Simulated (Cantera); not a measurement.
Cantera with NASA thermochemical tables; ideal gases at 1 bar, condensed phases pure. Values are per mole of reaction as written; species without (g) are pure solids or liquids, kept so even where they would boil at 1 bar.

Problem. Between 398 and 1448 K, where is each reaction favourable under standard conditions?
- 2 OH(g) + Zr = 2 H(g) + ZrO₂(g)

Solution. 
- 2 OH(g) + Zr = 2 H(g) + ZrO₂(g): ΔG° is 33 kJ at 398 K and -75 kJ at 1448 K; it changes sign between 698 and 848 K. ΔH° is 74 kJ and ΔS° 103 J/K at 1448 K.
